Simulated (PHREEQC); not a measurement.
Solution (25 °C): 2.7 mol MgCl2 and 0.13 mol Na2SO4 per kg of water. Closed to the air; pH follows from the charge balance.

Equilibrium calculation in PHREEQC: Pitzer model, pitzer.dat.

```json
{
  "ionic_strength": "8.49 mol/kgw",
  "activity_of_water": "0.753",
  "density": "1.189 g/cm³",
  "osmotic_coefficient": "1.855"
}
```

```json
[
 {"species": "Cl-", "molality": "5.40", "activity": "3.65", "log γ": "-0.170"},
 {"species": "Mg+2", "molality": "2.70", "activity": "38.6", "log γ": "1.155"},
 {"species": "Na+", "molality": "0.260", "activity": "0.830", "log γ": "0.504"},
 {"species": "SO4-2", "molality": "0.130", "activity": "0.000384", "log γ": "-2.530"},
 {"species": "MgOH+", "molality": "2.01e-6", "activity": "2.63e-6", "log γ": "0.117"},
 {"species": "H+", "molality": "1.47e-6", "activity": "1.72e-5", "log γ": "1.067"},
 {"species": "HSO4-", "molality": "5.50e-7", "activity": "6.27e-7", "log γ": "0.057"},
 {"species": "OH-", "molality": "1.35e-8", "activity": "4.44e-10", "log γ": "-1.481"}
]
```

This is a speciation only: nothing precipitates in the calculation.
